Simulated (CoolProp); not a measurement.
Vapour pressure (kPa) of cyclopropane: the reference equation beside estimates from Tc = 398.7 K, pc = 5605 kPa, ω = 0.131. Clausius-Clapeyron is anchored at 309.8 K with a constant enthalpy of vaporisation of 16.17 kJ/mol.

The numbers come from the reference Helmholtz-energy equation of state, Polt 1992 in CoolProp. This equation is an older, rougher fit; its heat capacities, sound speeds and derivatives of the liquid may be far off and weren't checked against measurements.

```csv
T (K),reference,Lee-Kesler,Clausius-Clapeyron,van der Waals,Redlich-Kwong,Soave-Redlich-Kwong,Peng-Robinson
309.8,980.0,979.3,980.0,1875,1117,983.7,974.9
312.3,1042,1042,1030,1948,1184,1047,1037
314.8,1108,1107,1083,2022,1255,1113,1103
317.2,1173,1173,1135,2095,1325,1180,1168
319.7,1244,1244,1190,2172,1402,1252,1240
322.1,1315,1315,1245,2248,1478,1325,1311
324.6,1393,1392,1305,2329,1560,1403,1388
327.1,1473,1473,1366,2412,1645,1485,1469
329.5,1554,1553,1426,2494,1730,1567,1550
332,1641,1640,1491,2580,1821,1656,1638
334.4,1728,1727,1555,2665,1912,1744,1725
336.9,1822,1821,1624,2755,2010,1840,1820
339.4,1920,1918,1694,2847,2111,1939,1919
341.8,2018,2015,1764,2937,2211,2039,2017
344.3,2123,2120,1838,3033,2319,2146,2123
```

Absolute difference from the reference over all 15 rows, mean and median: Lee-Kesler 0.1 and 0.1 %, Clausius-Clapeyron 7.1 and 7.3 %, van der Waals 65.0 and 63.7 %, Redlich-Kwong 11.6 and 11.7 %, Soave-Redlich-Kwong 0.8 and 0.8 %, Peng-Robinson 0.3 and 0.3 %.
